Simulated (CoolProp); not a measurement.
Saturation properties of hydrogen sulfide.

Model: reference Helmholtz-energy equation of state, Lemmon 2006, in CoolProp. It is a short technical equation, of lower accuracy than the large ones.

| T (°C) | p (kPa) | liquid density (kg/m³) | vapour density (kg/m³) | liquid cp (kJ/(kg K)) | surface tension (mN/m) |
|---|---|---|---|---|---|
| -33.55 | 332.5 | 900.6 | 6.006 | 2.008 | 22.7 |
| -29.65 | 386.0 | 893.2 | 6.902 | 2.014 | 21.9 |
| -25.75 | 445.7 | 885.7 | 7.896 | 2.020 | 21.1 |
| -21.85 | 512.3 | 878.0 | 8.997 | 2.028 | 20.3 |
| -17.95 | 586.1 | 870.3 | 10.21 | 2.037 | 19.5 |
| -13.95 | 669.8 | 862.3 | 11.58 | 2.048 | 18.8 |
| -10.05 | 759.6 | 854.3 | 13.05 | 2.059 | 18.0 |
| -6.15 | 858.2 | 846.2 | 14.66 | 2.072 | 17.2 |
| -2.25 | 965.9 | 837.9 | 16.42 | 2.086 | 16.5 |
| 1.65 | 1083 | 829.5 | 18.33 | 2.103 | 15.7 |

It boils at -60.3 °C under 1 atm.

Surface tension comes from a separate correlation (Mulero 2012).
